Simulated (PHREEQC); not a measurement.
Make-up at 25 °C: 0.0016 mol/kgw CuSO4 and 0.053 mol/kgw FeCl3. Closed to the air; pH follows from the charge balance.

The numbers come from PHREEQC with the ion-association model, phreeqc.dat.

No solid was allowed to form.

**Question.** Order these Cl species by the share of Cl that they hold, largest first: FeCl+2, FeCl2+, Cl-, CuCl+.

**Answer.** Cl- (84 %), FeCl+2 (12 %), FeCl2+ (3.9 %), CuCl+ (0.10 %)

**Question.** Order these Fe species by the share of Fe that they hold, largest first: Fe+3, FeCl+2, Fe2(OH)2+4, FeCl2+, FeOH+2.

**Answer.** FeCl+2 (36 %), Fe+3 (30 %), Fe2(OH)2+4 (16 %), FeOH+2 (7.5 %), FeCl2+ (5.9 %)

The pH is 1.96 and the ionic strength 0.235 mol/kgw. Examples of supersaturated solids here: Hematite (slow to form), Goethite (slow to form). Others may be too.
